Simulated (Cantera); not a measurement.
Feed: 1 mol Si, a varied amount of N2O, 230 mol H2, held at 1052 °C and 188 Torr.

These are equilibrium values from Cantera (NASA tables, ideal gas, pure condensed phases), not measurements of a reactor. Candidate condensed phases: H2O, Si, SiO2, Si2N2O, Si3N4; 35 gas species. Mutual solubility and eutectic melting of coexisting phases are not modelled. The tables hold silica as quartz up to 1696 K and as liquid above; real silica turns to tridymite and cristobalite and melts near 1996 K. Kinetics and transport are ignored.

Question: Which condensed phases are stable at each of these points (n(N2O) (mol)): 0.33, 0.42, 0.53, 0.68, 0.86, 1.1, 1.4, 1.8?

Answer: 
```
n(N2O) (mol)            condensed phases  Si condensed (%)
------------  --------------------------  ----------------
0.33                   Si(s) + Si2N2O(s)             100.0
0.42                   Si(s) + Si2N2O(s)             100.0
0.53          SiO2(β-quartz) + Si2N2O(s)             100.0
0.68          SiO2(β-quartz) + Si2N2O(s)             100.0
0.86          SiO2(β-quartz) + Si2N2O(s)             100.0
1.1           SiO2(β-quartz) + Si2N2O(s)             100.0
1.4           SiO2(β-quartz) + Si2N2O(s)             100.0
1.8           SiO2(β-quartz) + Si2N2O(s)             100.0
```

From 0.33 mol N2O to 0.42 mol N2O the condensed part is Si(s) + Si2N2O(s). From 0.53 mol N2O to 1.8 mol N2O the condensed part is SiO2(β-quartz) + Si2N2O(s).
